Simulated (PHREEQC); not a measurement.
**Acid mine or pickling water**

A made-up water analysis in mmol/kgw, 20 °C, pH 3.38, pe 9.4:

| constituent | mmol/kgw |
|---|---|
| Na | 53 |
| K | 9.66 |
| Ca | 10 |
| Mg | 6.9 |
| Cl | 2.32 |
| S(6) | 47.5 |
| B | 0.0363 |
| Zn | 1.97 |
| Li | 0.763 |
| Ni | 0.0135 |
| Cu(2) | 0.0252 |

Valence states are taken as typed.

Equilibrium calculation in PHREEQC: ion-association model, wateq4f.dat.

The ionic strength is 0.122 mol/kgw, the total alkalinity is -1.09 meq/kg and the charge-balance error is 3.2 %.

| species | molality | activity | log γ |
|---|---|---|---|
| Na+ | 0.0501 | 0.0387 | -0.112 |
| SO4-2 | 0.0341 | 0.0120 | -0.454 |
| K+ | 0.00899 | 0.00675 | -0.124 |
| Ca+2 | 0.00547 | 0.00204 | -0.429 |
| CaSO4 | 0.00451 | 0.00464 | 0.012 |
| Mg+2 | 0.00357 | 0.00139 | -0.409 |
| MgSO4 | 0.00333 | 0.00343 | 0.012 |
| NaSO4- | 0.00289 | 0.00225 | -0.109 |
| Cl- | 0.00232 | 0.00174 | -0.124 |
| ZnSO4 | 0.000859 | 0.000883 | 0.012 |
| Zn+2 | 0.000858 | 0.000327 | -0.419 |
| Li+ | 0.000724 | 0.000569 | -0.105 |
| KSO4- | 0.000669 | 0.000520 | -0.109 |
| HSO4- | 0.000571 | 0.000436 | -0.117 |
| H+ | 0.000509 | 0.000417 | -0.087 |
| Zn(SO4)2-2 | 0.000252 | 8.94e-5 | -0.450 |

This is a speciation only: nothing precipitates in the calculation.
